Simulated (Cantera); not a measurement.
Input (Python, Cantera) and output of one run.

```python
import numpy as np
import cantera as ct

gas_names = """
    N2 NbO2 N2O
""".split()
cond_names = """
    Nb2O5(s) Nb2O5(L)
""".split()


# ... load() reads the species with a 1 bar reference pressure and builds the phases ...
species = {s.name: s for s in load("nasa_gas.yaml", gas_names) + load("nasa_condensed.yaml", cond_names)}
# Each term lists the table entries of one substance; the one whose range holds T is used.
reactions = {
    'N2(g) + Nb2O5 = 2 NbO2(g) + N2O(g)':
        [(-1, ['N2']), (-1, ['Nb2O5(s)', 'Nb2O5(L)']), (2, ['NbO2']), (1, ['N2O'])],
}


def pick(names, T):
    return next(species[n] for n in names if species[n].thermo.min_temp <= T <= species[n].thermo.max_temp)


results = []
for label, terms in reactions.items():
    print(label)
    print("     T/K   dH/kJ  dS/(J/K)   dG/kJ   log10 K")
    for T in [2375, 2475, 2575, 2675, 2775]:
        used = [(nu, pick(names, T)) for nu, names in terms]
        dH = sum(nu * s.thermo.h(T) for nu, s in used) / 1e6
        dS = sum(nu * s.thermo.s(T) for nu, s in used) / 1e3
        dG = dH - T * dS / 1e3
        logK = -dG * 1e6 / (ct.gas_constant * T * np.log(10))
        results.append((label, T, dH, dS, dG, logK, [s.name for _, s in used]))
        print(f"{T:8g} {dH:8.1f} {dS:8.1f} {dG:8.1f} {logK:8.2f}")
```

Result:

```
N2(g) + Nb2O5 = 2 NbO2(g) + N2O(g)
     T/K   dH/kJ  dS/(J/K)   dG/kJ   log10 K
    2375   1356.1    278.7    694.2   -15.27
    2475   1346.0    274.5    666.5   -14.07
    2575   1335.9    270.6    639.3   -12.97
    2675   1325.9    266.7    612.4   -11.96
    2775   1315.9    263.0    585.9   -11.03
```

Cantera with NASA thermochemical tables; ideal gases at 1 bar, condensed phases pure. Condensed species are held in their standard states even where they would react or evaporate.
